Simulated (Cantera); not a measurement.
A perfectly stirred reactor is fed with C2H4 : O2 : N2 : H2O = 1 : 3 : 11.3 : 1.3 (molar parts), at 1.00 bar; it is adiabatic with a 800 K inlet, and is followed from long to short residence time, starting on the burning branch (τ in s: 0.08, 0.031, 0.012, 0.0046, 0.0018, 0.00068, 0.00026, 0.0001, 3.9e-05, 1.5e-05).

Model: GRI-Mech 3.0 (53 species, 325 reactions), integrated in Cantera. GRI-Mech 3.0 was tuned for natural gas; its chemistry of ethylene as a main component is partial and can be far from experiment.

Question: Predict: blow-out, bracketed by the residence times tried; x(C2H4) at τ = 80.0 ms; x(O2) at τ = 80.0 ms; x(H2O) at τ = 80.0 ms; x(HCN) at τ = 80.0 ms; x(HO2) at τ = 80.0 ms; x(C2H4) at τ = 0.680 ms; x(O2) at τ = 0.680 ms; x(H2O) at τ = 0.680 ms; x(HCN) at τ = 0.680 ms; x(HO2) at τ = 0.680 ms.

Answer: 
```
Quantity                                                                       Value
------------------------------------------------  ----------------------------------
blow-out, bracketed by the residence times tried  burning at 39.0 µs, out at 15.0 µs
x(C2H4) at τ = 80.0 ms                                                       5.46e-7
x(O2) at τ = 80.0 ms                                                          0.0129
x(H2O) at τ = 80.0 ms                                                          0.180
x(HCN) at τ = 80.0 ms                                                        2.03e-7
x(HO2) at τ = 80.0 ms                                                        2.19e-6
x(C2H4) at τ = 0.680 ms                                                      3.52e-5
x(O2) at τ = 0.680 ms                                                         0.0237
x(H2O) at τ = 0.680 ms                                                         0.166
x(HCN) at τ = 0.680 ms                                                       9.34e-7
x(HO2) at τ = 0.680 ms                                                       4.45e-6
```
